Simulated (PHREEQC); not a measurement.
HNO3 is added in steps, without added water, to 1 kg of water holding 48 mmol/kgw Na2HAsO4 and 54 mmol/kgw NaCl, at 25 °C. Oxygen alone is held at its pressure in air (log pO2 = -0.68). No CO2 enters from the air. Nothing may precipitate in this run.

Base run: PHREEQC, ion-association model, wateq4f.dat. Each further column changes one thing. The table gives pH.

```tsv
HNO3 added (mol)	base	Na2HAsO4 replaced by NaHF2 at the same molality	temperature from 25 to 80 °C	solids may form
0	8.89	3.13	8.50	8.89
0.004375	7.78	3.05	7.64	7.78
0.01094	7.31	2.92	7.18	7.31
0.01531	7.11	2.84	6.98	7.11
0.02187	6.87	2.71	6.73	6.87
0.02625	6.71	2.62	6.58	6.71
0.03281	6.46	2.48	6.33	6.46
0.03719	6.26	2.38	6.13	6.26
0.04375	5.79	2.21	5.66	5.79
0.04813	4.41	2.11	4.45	4.41
0.05469	3.05	1.95	3.20	3.05
0.05906	2.80	1.86	2.94	2.80
0.06563	2.55	1.74	2.68	2.55
0.07	2.42	1.68	2.55	2.42
```

 wateq4f.dat counts part of the HF as a dimer, H2F2, which phreeqc.dat doesn't know; its constant is uncertain. Away from 25 °C the constants follow the database's enthalpies or fits; those with neither stay at their 25 °C values. Solids allowed in the column 'solids may form': Halite.
